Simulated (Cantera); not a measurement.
# Low-pressure radical oxidation in H2/O2

An isothermal, constant-pressure homogeneous reactor starts with H2 : O2 = 0.016 : 1 (molar parts), equivalence ratio 0.0080, at 925 K and 20.0 Torr.

Computed with Cantera and GRI-Mech 3.0 (53 species, 325 reactions). Radical loss at walls, strong at low pressure, is not modelled. Below about 950 K walls govern HO2 and H2O2 in real vessels.

```csv
t (s),x H2,x O2,x HO2,x H2O2,x OH,x H
3.00e-6,0.0157,0.984,<1e-12,<1e-12,<1e-12,<1e-12
1.86e-5,0.0157,0.984,<1e-12,<1e-12,<1e-12,<1e-12
0.000115,0.0157,0.984,3.84e-12,<1e-12,1.19e-12,2.56e-12
0.000711,0.0157,0.984,2.57e-11,<1e-12,1.90e-11,1.43e-11
0.00440,0.0157,0.984,3.46e-9,<1e-12,1.74e-8,1.12e-8
0.0273,0.000288,0.983,5.56e-6,1.35e-7,0.000207,0.000108
0.169,9.30e-6,0.984,6.58e-7,3.46e-8,2.39e-5,4.89e-7
1.04,4.32e-7,0.984,6.07e-8,1.02e-8,5.07e-6,4.34e-9
6.46,7.62e-9,0.984,5.03e-9,1.81e-9,1.33e-6,7.46e-11
40.0,1.47e-10,0.984,5.88e-10,2.95e-10,4.35e-7,2.64e-12
```
x: mole fraction; the columns are a selection and need not sum to one.

Equilibrium at this temperature and pressure: H2 <1e-12, O2 0.984, HO2 1.31e-10, H2O2 2.57e-12, OH 3.43e-8, H <1e-12 (gas phase only).
